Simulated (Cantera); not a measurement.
# Premixed flame

A freely propagating, adiabatic, planar premixed flame of H₂ : O₂ : N₂ = 1 : 0.676 : 2.54 (molar parts), unburnt at 600 K and 10.0 bar; mixture-averaged transport, grid criteria slope 0.08 and curve 0.16, no radiation.

Computed with Cantera and the H2/O2 subset of GRI-Mech 3.0, which has no nitrogen chemistry. The hydrogen kinetics of GRI-Mech 3.0 are dated; newer H2 mechanisms differ, most at raised pressure. Burning velocities carry a grid error of a few per cent, more on coarse grids.

```json
[
 {"z (mm)": "-0.0825", "T (K)": "600", "u (m/s)": "3.07", "x H₂": "0.237", "x O₂": "0.160", "x OH": "<1e-8", "x H": "<1e-8", "x H₂O": "2.04e-6", "x O": "<1e-8"},
 {"z (mm)": "-0.0550", "T (K)": "601", "u (m/s)": "3.06", "x H₂": "0.234", "x O₂": "0.161", "x OH": "<1e-8", "x H": "<1e-8", "x H₂O": "2.54e-5", "x O": "<1e-8"},
 {"z (mm)": "-0.0413", "T (K)": "602", "u (m/s)": "3.06", "x H₂": "0.230", "x O₂": "0.162", "x OH": "<1e-8", "x H": "<1e-8", "x H₂O": "0.000115", "x O": "<1e-8"},
 {"z (mm)": "-0.0275", "T (K)": "614", "u (m/s)": "3.07", "x H₂": "0.217", "x O₂": "0.164", "x OH": "1.18e-8", "x H": "<1e-8", "x H₂O": "0.00106", "x O": "1.66e-7"},
 {"z (mm)": "-0.0138", "T (K)": "761", "u (m/s)": "3.64", "x H₂": "0.170", "x O₂": "0.166", "x OH": "4.26e-5", "x H": "3.20e-5", "x H₂O": "0.0182", "x O": "1.69e-5"},
 {"z (mm)": "-0.00688", "T (K)": "1086", "u (m/s)": "5.05", "x H₂": "0.123", "x O₂": "0.150", "x OH": "0.000751", "x H": "0.00102", "x H₂O": "0.0642", "x O": "0.000345"},
 {"z (mm)": "0", "T (K)": "1489", "u (m/s)": "6.83", "x H₂": "0.0714", "x O₂": "0.116", "x OH": "0.00305", "x H": "0.00472", "x H₂O": "0.135", "x O": "0.00209"},
 {"z (mm)": "0.00688", "T (K)": "1771", "u (m/s)": "8.10", "x H₂": "0.0358", "x O₂": "0.0829", "x OH": "0.00713", "x H": "0.00723", "x H₂O": "0.190", "x O": "0.00413"},
 {"z (mm)": "0.0138", "T (K)": "1935", "u (m/s)": "8.82", "x H₂": "0.0194", "x O₂": "0.0656", "x OH": "0.0104", "x H": "0.00658", "x H₂O": "0.218", "x O": "0.00481"},
 {"z (mm)": "0.0275", "T (K)": "2093", "u (m/s)": "9.51", "x H₂": "0.00952", "x O₂": "0.0553", "x OH": "0.0118", "x H": "0.00360", "x H₂O": "0.237", "x O": "0.00382"},
 {"z (mm)": "0.0550", "T (K)": "2203", "u (m/s)": "9.97", "x H₂": "0.00457", "x O₂": "0.0521", "x OH": "0.00961", "x H": "0.00119", "x H₂O": "0.248", "x O": "0.00192"},
 {"z (mm)": "0.110", "T (K)": "2259", "u (m/s)": "10.2", "x H₂": "0.00187", "x O₂": "0.0514", "x OH": "0.00662", "x H": "0.000306", "x H₂O": "0.255", "x O": "0.000793"},
 {"z (mm)": "0.220", "T (K)": "2279", "u (m/s)": "10.3", "x H₂": "0.000896", "x O₂": "0.0515", "x OH": "0.00488", "x H": "0.000107", "x H₂O": "0.257", "x O": "0.000408"}
]
```
x: mole fraction of selected species; z is measured from the peak of heat release.

```
Quantity                      Value
------------------------  ---------
laminar burning velocity   307 cm/s
thermal thickness         0.0275 mm
peak x(OH)                   0.0119
peak x(H)                   0.00731
peak x(O)                   0.00481
grid points                     110
```
